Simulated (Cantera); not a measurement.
A closed system holds: 1 mol Si, 2.9 mol CO, equilibrated at 133 Pa.

These are equilibrium values from Cantera (NASA tables, ideal gas, pure condensed phases), not measurements of a reactor. Candidate condensed phases: C, Si, SiC, SiO₂; 20 gas species. The numbers say what is thermodynamically allowed, not how fast it happens. All values below are at 825 °C.

Base state: CO 1.000, CO₂ 0.000122 (mole fractions); condensed: C(graphite) + SiO₂(β-quartz).

Task: What changes in the equilibrium state with this change: Si replaced by Ti?

Result: 
| species | before | after |
|---|---|---|
| CO | 1.000 | 1.000 |
| CO₂ | 0.000122 | 0.000122 |
| C(graphite), mol | 2.00 | 1.75 |
| SiO₂(β-quartz), mol | 1.00 | 0 |
| Ti₄O₇(s), mol | 0 | 0.250 |
Condensed phases not in the tables: Magnéli phases beyond Ti₄O₇. Further candidate phases: Ti, TiC, TiO, TiO₂, Ti₂O₃, Ti₃O₅, Ti₄O₇.
